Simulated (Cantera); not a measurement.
A perfectly stirred reactor is fed with C₂H₄ : H₂ = 1 : 1.2 (molar parts), at 20.0 Torr; it is held at 1398 K, and followed from long to short residence time.

Cantera simulation using GRI-Mech 3.0 (53 species, 325 reactions); the numbers are that mechanism's predictions, not measurements. GRI-Mech 3.0 was tuned for natural gas; its chemistry of ethylene as a main component is partial and can be far from experiment. GRI-Mech 3.0 stops at C3 and has no aromatics, soot or wall deposition, so with more carbon than oxygen in the feed, carbon stays in small species such as C2H2 where larger ones or solid carbon would form. Radical loss at walls, strong at low pressure, is not modelled.

Problem. What does this change do: temperature 1398 to 1123 K?

Solution. 
```tsv
quantity	before	after
x(C₂H₄) at τ = 0.930 s	0.163	0.447
x(H₂) at τ = 0.930 s	0.636	0.547
x(H) at τ = 0.930 s	1.01e-5	1.16e-6
x(CH₂) at τ = 0.930 s	1.21e-10	<1e-12
x(CH₄) at τ = 0.930 s	0.000985	0.000292
x(C₂H₄) at τ = 11.0 ms	0.452	0.455
x(H₂) at τ = 11.0 ms	0.546	0.545
x(H) at τ = 11.0 ms	3.71e-7	2.35e-10
x(CH₂) at τ = 11.0 ms	1.37e-11	<1e-12
x(CH₄) at τ = 11.0 ms	2.75e-7	2.05e-12
```

Problem. What does this change do: pressure from 20.0 Torr to 15.0 Torr?

Solution. 
```tsv
quantity	before	after
x(C₂H₄) at τ = 0.930 s	0.163	0.203
x(H₂) at τ = 0.930 s	0.636	0.623
x(H) at τ = 0.930 s	1.01e-5	8.36e-6
x(CH₂) at τ = 0.930 s	1.21e-10	1.25e-10
x(CH₄) at τ = 0.930 s	0.000985	0.000600
x(C₂H₄) at τ = 11.0 ms	0.452	0.453
x(H₂) at τ = 11.0 ms	0.546	0.546
x(H) at τ = 11.0 ms	3.71e-7	2.54e-7
x(CH₂) at τ = 11.0 ms	1.37e-11	9.41e-12
x(CH₄) at τ = 11.0 ms	2.75e-7	9.44e-8
```
